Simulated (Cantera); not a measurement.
Input: 1 mol CF4, 0.044 mol CH4, 5.3 mol H2, equilibrated at 1502 °C and 75.0 Torr.

Method: chemical equilibrium by Gibbs-energy minimisation in Cantera with the NASA 1993 tables (ideal gas, pure condensed phases). Candidate condensed phases: C, C6H6, C7H8, C8H18; 95 gas species. Rates play no part.

**Question.** What is the equilibrium state?

**Answer.** 
* **x(HF)**: 0.541
* **x(H2)**: 0.458
* **x(H)**: 0.000619
* **x(C2H2 (acetylene))**: 6.52e-5
* **x(CH4)**: 1.76e-5
* **n(C(graphite))**: 1.04 mol
* **gas amount**: 7.390 mol
